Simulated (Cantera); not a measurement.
Cantera with NASA thermochemical tables; ideal gases at 1 bar, condensed phases pure. Values are per mole of reaction as written; species without (g) are pure solids or liquids, kept so even where they would boil at 1 bar.

Q: Between 400 and 550 K, where is each reaction favourable under standard conditions?
- Ni3S4 → 2 NiS2 + Ni

A: 
- Ni3S4 → 2 NiS2 + Ni: ΔG° is 43 kJ at 400 K and 46 kJ at 550 K; it stays positive (K < 1). ΔH° is 37 kJ and ΔS° -17 J/K at 550 K.
